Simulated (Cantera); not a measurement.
Mixture: CH4 : C2H6 : C3H8 : O2 : N2 = 1 : 0.25 : 0.24 : 6.91 : 26 (molar parts), at 7500 Torr, adiabatic and at constant volume. Ignition delay is the time to a rise of 400 K.

Cantera simulation using GRI-Mech 3.0 (53 species, 325 reactions); the numbers are that mechanism's predictions, not measurements. GRI-Mech 3.0 was tuned for natural gas; its chemistry of propane as a main component is partial and can be far from experiment.

Q: What does this change do: pressure from 7500 Torr to 20300 Torr?

A: 
| quantity | before | after |
|---|---|---|
| delay at 1025 K | 10.9 ms | 5.58 ms |
| delay at 1225 K | 0.428 ms | 0.250 ms |
| delay at 1425 K | 41.0 µs | 24.0 µs |
| delay at 1625 K | 7.71 µs | 4.31 µs |
| delay at 1825 K | 2.43 µs | 1.26 µs |
| apparent activation energy between 1725 and 1925 K | 130 kJ/mol | 140 kJ/mol |
The pressure lies above the range GRI-Mech 3.0 was tuned for (to about 10 atm).

Q: What does this change do: constant pressure in place of constant volume?

A: 
```
quantity                                                before       after
--------------------------------------------------  ----------  ----------
delay at 1025 K                                        10.9 ms     11.6 ms
delay at 1225 K                                       0.428 ms    0.458 ms
delay at 1425 K                                        41.0 µs     45.4 µs
delay at 1625 K                                        7.71 µs     8.79 µs
delay at 1825 K                                        2.43 µs     2.81 µs
apparent activation energy between 1725 and 1925 K  130 kJ/mol  130 kJ/mol
```
